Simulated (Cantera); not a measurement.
Cantera run, input and output.

```python
import numpy as np
import cantera as ct

gas = ct.Solution("gri30.yaml")
gas.TPX = 1200, 150000, {'CH3OH': 0.0027, 'O2': 0.04, 'N2': 1}
inlet = ct.Reservoir(gas, clone=True)

reactor = ct.IdealGasConstPressureReactor(gas, energy="off", clone=False)
exhaust = ct.Reservoir(gas, clone=True)
tau = [0.78, 0.35, 0.16, 0.071, 0.032, 0.015, 0.0066, 0.003, 0.0013, 0.0006][0]
for a, b in ((inlet, reactor), (reactor, exhaust)):
    ct.MassFlowController(a, b, mdot=lambda t: reactor.mass / tau)
net = ct.ReactorNet([reactor])
show = ['CH3OH', 'O2', 'CH4', 'CO', 'CO2', 'OH', 'H2O']

rows = []
print(f"{'tau/s':>10s}{'T/K':>9s}" + "".join(f"{s:>11s}" for s in show))
for tau in [0.78, 0.35, 0.16, 0.071, 0.032, 0.015, 0.0066, 0.003, 0.0013, 0.0006]:
    net.initial_time = 0.0
    net.advance(30 * tau)
    before = gas.X
    net.advance(40 * tau)
    drift = np.max(np.abs(gas.X - before) / (gas.X + 1e-9))
    rows.append([gas.T, *gas[show].X, drift])
    print(f"{tau:10.3e}{gas.T:9.1f}" + "".join(f"{x:11.3e}" for x in gas[show].X))
```

It prints:

```
     tau/s      T/K      CH3OH         O2        CH4         CO        CO2         OH        H2O
 7.800e-01   1200.0  9.183e-06  3.459e-02  2.439e-10  2.996e-04  2.273e-03  2.211e-06  5.143e-03
 3.500e-01   1200.0  1.681e-05  3.471e-02  5.003e-10  5.105e-04  2.050e-03  2.562e-06  5.118e-03
 1.600e-01   1200.0  3.089e-05  3.488e-02  1.079e-09  8.017e-04  1.737e-03  2.956e-06  5.070e-03
 7.100e-02   1200.0  6.054e-05  3.513e-02  2.502e-09  1.176e-03  1.318e-03  3.331e-06  4.964e-03
 3.200e-02   1200.0  1.243e-04  3.546e-02  5.673e-09  1.537e-03  8.636e-04  3.515e-06  4.730e-03
 1.500e-02   1200.0  2.639e-04  3.588e-02  1.132e-08  1.729e-03  4.706e-04  3.328e-06  4.231e-03
 6.600e-03   1200.0  6.359e-04  3.657e-02  1.752e-08  1.519e-03  1.706e-04  2.631e-06  3.121e-03
 3.000e-03   1200.0  1.321e-03  3.739e-02  1.545e-08  8.223e-04  3.584e-05  1.807e-06  1.640e-03
 1.300e-03   1200.0  2.588e-03  3.836e-02  3.756e-08  4.513e-08  3.006e-08  1.143e-09  5.372e-07
 6.000e-04   1200.0  2.589e-03  3.836e-02  1.341e-08  1.908e-08  1.387e-08  8.664e-10  1.975e-07
```

Detailed kinetics in Cantera: GRI-Mech 3.0 (53 species, 325 reactions). GRI-Mech 3.0 was tuned for natural gas; its chemistry of methanol as a main component is partial and can be far from experiment.
